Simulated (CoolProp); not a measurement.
Model: reference Helmholtz-energy equation of state, Bücker 2006, in CoolProp.

Problem. Give the vapour pressure (kPa), liquid density (kg/m³), enthalpy of vaporisation (kJ/kg), liquid cp (kJ/(kg K)) of saturated ethane at -79.75, -57.25, -23.55 °C.

Solution. 
```tsv
T (°C)	p (kPa)	liquid density (kg/m³)	enthalpy of vaporisation (kJ/kg)	liquid cp (kJ/(kg K))
-79.75	159	533	477	2.48
-57.25	422	502	443	2.61
-23.55	1290	449	373	2.99
```
